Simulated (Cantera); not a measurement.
An isothermal, constant-pressure homogeneous reactor starts with NO : N₂ = 1 : 3.3 (molar parts), at 1500 K and 0.523 atm. Integrator tolerance rtol = 1e-08.

Computed with Cantera and GRI-Mech 3.0 (53 species, 325 reactions).

**Question.** What does this change do: temperature 1500 to 1775 K?

**Answer.** 
| quantity | before | after |
|---|---|---|
| x(NO) at 2.00 s | 0.231 (gas-phase equilibrium 0.000967) | 0.211 (gas-phase equilibrium 0.00300) |
| x(NO₂) at 2.00 s | 7.97e-5 (gas-phase equilibrium 2.79e-6) | 9.94e-5 (gas-phase equilibrium 4.26e-6) |
| x(O) at 2.00 s | 2.46e-7 (gas-phase equilibrium 1.91e-6) | 1.54e-5 (gas-phase equilibrium 4.48e-5) |
| x(N₂O) at 2.00 s | 1.77e-5 (gas-phase equilibrium 4.57e-8) | 1.79e-5 (gas-phase equilibrium 1.33e-7) |
| x(N₂) at 2.00 s | 0.768 (gas-phase equilibrium 0.883) | 0.778 (gas-phase equilibrium 0.882) |
| x(O₂) at 2.00 s | 0.000478 (gas-phase equilibrium 0.116) | 0.0107 (gas-phase equilibrium 0.115) |
